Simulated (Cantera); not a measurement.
**Equilibrium for carbon deposition, reforming and gasification: C2H2 + H2O + N2**

Feed: 1 mol C2H2, 1.7 mol H2O, a varied amount of N2, equilibrated at 2598.15 K and 0.00133 bar.

Method: chemical equilibrium by Gibbs-energy minimisation in Cantera with the NASA 1993 tables (ideal gas, pure condensed phases). Candidate condensed phases: C, C6H6, C7H8, C8H18, H2O; 136 gas species. Equilibrium is a limit: real reactors are often held back by kinetics, nucleation or transport.

From 1.4 mol N2 to 2.8 mol N2 the condensed part is C(graphite). From 3.6 mol N2 to 15 mol N2 nothing is condensed. The main C-bearing gas is CO throughout.

```json
[
 {"n(N2) (mol)": "1.4", "log p N2": "-3.62", "log p H": "-3.26", "log p CO": "-3.51", "log p H2": "-3.69", "log p HCN": "-4.70", "n C(graphite)": "0.0700"},
 {"n(N2) (mol)": "1.8", "log p N2": "-3.53", "log p H": "-3.28", "log p CO": "-3.53", "log p H2": "-3.73", "log p HCN": "-4.67", "n C(graphite)": "0.0499"},
 {"n(N2) (mol)": "2.2", "log p N2": "-3.46", "log p H": "-3.30", "log p CO": "-3.56", "log p H2": "-3.76", "log p HCN": "-4.66", "n C(graphite)": "0.0319"},
 {"n(N2) (mol)": "2.8", "log p N2": "-3.39", "log p H": "-3.32", "log p CO": "-3.59", "log p H2": "-3.81", "log p HCN": "-4.65", "n C(graphite)": "0.00794"},
 {"n(N2) (mol)": "3.6", "log p N2": "-3.32", "log p H": "-3.35", "log p CO": "-3.63", "log p H2": "-3.87", "log p HCN": "-4.66", "n C(graphite)": "0"},
 {"n(N2) (mol)": "4.6", "log p N2": "-3.25", "log p H": "-3.38", "log p CO": "-3.67", "log p H2": "-3.93", "log p HCN": "-4.69", "n C(graphite)": "0"},
 {"n(N2) (mol)": "5.8", "log p N2": "-3.20", "log p H": "-3.42", "log p CO": "-3.72", "log p H2": "-4.00", "log p HCN": "-4.73", "n C(graphite)": "0"},
 {"n(N2) (mol)": "7.3", "log p N2": "-3.15", "log p H": "-3.46", "log p CO": "-3.77", "log p H2": "-4.08", "log p HCN": "-4.78", "n C(graphite)": "0"},
 {"n(N2) (mol)": "9.3", "log p N2": "-3.10", "log p H": "-3.51", "log p CO": "-3.84", "log p H2": "-4.18", "log p HCN": "-4.83", "n C(graphite)": "0"},
 {"n(N2) (mol)": "12", "log p N2": "-3.06", "log p H": "-3.56", "log p CO": "-3.91", "log p H2": "-4.29", "log p HCN": "-4.91", "n C(graphite)": "0"},
 {"n(N2) (mol)": "15", "log p N2": "-3.03", "log p H": "-3.61", "log p CO": "-3.98", "log p H2": "-4.39", "log p HCN": "-4.98", "n C(graphite)": "0"}
]
```
log p: log10 of the partial pressure in bar; n: condensed amount in mol.
